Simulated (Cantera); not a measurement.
A perfectly stirred reactor is fed with C2H6 : O2 : N2 : H2O = 1 : 4.67 : 17.5 : 0.85 (molar parts), equivalence ratio 0.75, at 0.860 bar; it is adiabatic with a 600 K inlet, and is followed from long to short residence time, starting on the burning branch (τ in s: 0.28, 0.12, 0.056, 0.025, 0.011, 0.0051, 0.0023, 0.001, 0.00047, 0.00021, 9.6e-05, 4.3e-05, 1.9e-05).

Computed with Cantera and GRI-Mech 3.0 (53 species, 325 reactions).

**Question.** What does this change do: pressure from 0.860 bar to 0.500 bar?

**Answer.** 
```csv
quantity,before,after
"blow-out, bracketed by the residence times tried","burning at 96.0 µs, out at 43.0 µs","burning at 0.210 ms, out at 96.0 µs"
x(C2H6) at τ = 0.280 s,1.24e-7,1.79e-7
x(O2) at τ = 0.280 s,0.0471,0.0474
x(H2O) at τ = 0.280 s,0.154,0.154
x(CH3) at τ = 0.280 s,3.39e-7,4.58e-7
x(CH2CO) at τ = 0.280 s,1.09e-7,1.64e-7
x(C2H6) at τ = 2.30 ms,7.95e-6,1.09e-5
x(O2) at τ = 2.30 ms,0.0510,0.0527
x(H2O) at τ = 2.30 ms,0.147,0.143
x(CH3) at τ = 2.30 ms,9.52e-6,1.29e-5
x(CH2CO) at τ = 2.30 ms,7.32e-6,8.20e-6
```
